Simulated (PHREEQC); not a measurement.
Dissolve 0.00011 mol CaSO4 and 0.00017 mol NaF per kg of water at 85 °C. Closed to the air; pH follows from the charge balance.

Equilibrium calculation in PHREEQC: ion-association model, phreeqc.dat.

```tsv
quantity	before	after
pH	6.38	6.97
ionic strength (mol/kgw)	0.000601	0.000626
HF (mol/kgw)	3.40e-7	8.71e-8
NaSO4- (mol/kgw)	1.11e-7	1.11e-7
HSO4- (mol/kgw)	1.89e-8	4.82e-9
```

Task: Name the change that produced these shifts.
A. diluted 5-fold with water
B. CaSO4 from 0.00011 to 0.00055 mol/kgw
C. 1.3e-05 mol/kgw (NH4)2HPO4 added
D. diluted 2-fold with water
E. NaF from 0.00017 to 0.0017 mol/kgw

Result: C, 1.3e-05 mol/kgw (NH4)2HPO4 added

Precipitation was switched off in this run. At this temperature some constants are extrapolated from 25 °C, and those without enthalpy data are left unchanged.
